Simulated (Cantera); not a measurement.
Charge: 1 mol MgO, 0.49 mol O2, 3.6 mol H2O, 0.18 mol SO3, equilibrated at 0.0160 bar.

These are equilibrium values from Cantera (NASA tables, ideal gas, pure condensed phases), not measurements of a reactor. Candidate condensed phases: H2O, H2SO4, Mg, MgO, Mg(OH)2, MgS, MgSO4, S; 26 gas species. Mutual solubility and eutectic melting of coexisting phases are not modelled. Kinetics and transport are ignored.

Task: Which condensed phases are stable at each of these points (T (K)): 1023, 1123, 1223, 1323, 1423, 1523, 1623, 1723?

Result: 
```
T (K)   condensed phases  Mg condensed (%)
-----  -----------------  ----------------
1023   MgO(s) + MgSO4(s)             100.0
1123              MgO(s)             100.0
1223              MgO(s)             100.0
1323              MgO(s)             100.0
1423              MgO(s)             100.0
1523              MgO(s)             100.0
1623              MgO(s)             100.0
1723              MgO(s)             100.0
```

At 1023 K the condensed part is MgO(s) + MgSO4(s). From 1123 K to 1723 K the condensed part is MgO(s).
